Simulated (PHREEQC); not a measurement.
Synthetic water in mmol/kgw, 24 °C, pH 7.99, pe 10.2:

| constituent | mmol/kgw |
|---|---|
| Na | 82 |
| K | 3.83 |
| Ca | 8.32 |
| Mg | 31.3 |
| Cl | 136 |
| S(6) | 4.71 |
| Alkalinity (meq/kgw) | 19.5 |
| Cu(2) | 1.57 |
| Cd | 0.0873 |

Valence states are taken as typed.

The numbers come from PHREEQC with the ion-association model, wateq4f.dat.

No solid was allowed to form.

Task: Order these Cd species by the share of Cd that they hold, largest first: Cd+2, CdOHCl, CdHCO3+, CdCl+, CdCl2.

Result: CdCl+ (60 %), CdCl2 (17 %), Cd+2 (16 %), CdHCO3+ (1.9 %), CdOHCl (1.7 %)

Task: Order these Cu species by the share of Cu that they hold, largest first: CuCO3, Cu2(OH)2+2, CuHCO3+, Cu(CO3)2-2, Cu(OH)2.

Result: CuCO3 (47 %), Cu(OH)2 (41 %), Cu(CO3)2-2 (8.3 %), Cu2(OH)2+2 (1.7 %), CuHCO3+ (1.4 %)

The pH is 7.99 and the ionic strength 0.194 mol/kgw. Examples of supersaturated solids here: Malachite, Atacamite. Others may be too. The database's constant for dissolved Cu(OH)2 is higher than later reviews accept.
